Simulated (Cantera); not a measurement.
**Equilibrium for tantalum, niobium, vanadium and zirconium in process gases: Zr + N2O + H2**

A closed system holds: 1 mol Zr, 0.38 mol N2O, 270 mol H2, held at 1000 Pa.

These are equilibrium values from Cantera (NASA tables, ideal gas, pure condensed phases), not measurements of a reactor. Candidate condensed phases: H2O, Zr, ZrN, ZrO2; 28 gas species. Mutual solubility and eutectic melting of coexisting phases are not modelled. ZrN: taken at fixed stoichiometry. Condensed phases not in the tables: solid solutions among these carbides, nitrides and lower oxides, N, O or C dissolved in the metal. The numbers say what is thermodynamically allowed, not how fast it happens.

```tsv
T (K)	x H2	x H	x Zr	x ZrO	n Zr(β)	n ZrN(s)	n ZrO2(tetragonal)	n Zr(l)
1623	0.999	0.000691	5.42e-11	9.51e-10	0.0500	0.760	0.190	0
1723	0.998	0.00182	7.26e-10	1.35e-8	0.0500	0.760	0.190	0
1823	0.996	0.00432	7.30e-9	1.43e-7	0.0500	0.760	0.190	0
1923	0.991	0.00938	5.76e-8	1.18e-6	0.0499	0.760	0.190	0
2023	0.981	0.0188	3.70e-7	7.88e-6	0.0490	0.760	0.189	0
2123	0.965	0.0352	2.00e-6	4.37e-5	0.0440	0.760	0.184	0
2223	0.938	0.0620	8.75e-6	0.000202	0	0.759	0.161	0.0217
2323	0.896	0.103	1.67e-5	0.000573	0	0.726	0.106	0
2423	0.836	0.162	6.15e-5	0.00127	0	0.608	0	0
2523	0.756	0.242	0.000327	0.00123	0	0.521	0	0
2623	0.656	0.341	0.00102	0.00116	0	0	0	0.288
2723	0.541	0.455	0.00177	0.00108	0	0	0	0
2823	0.421	0.575	0.00163	0.000994	0	0	0	0
```
x: gas mole fraction; n: condensed amount in mol.

From 1623 K to 2123 K the condensed part is Zr(β) + ZrN(s) + ZrO2(tetragonal). At 2223 K the condensed part is Zr(l) + ZrN(s) + ZrO2(tetragonal). At 2323 K the condensed part is ZrN(s) + ZrO2(tetragonal). From 2423 K to 2523 K the condensed part is ZrN(s). At 2623 K the condensed part is Zr(l). From 2723 K to 2823 K nothing is condensed.
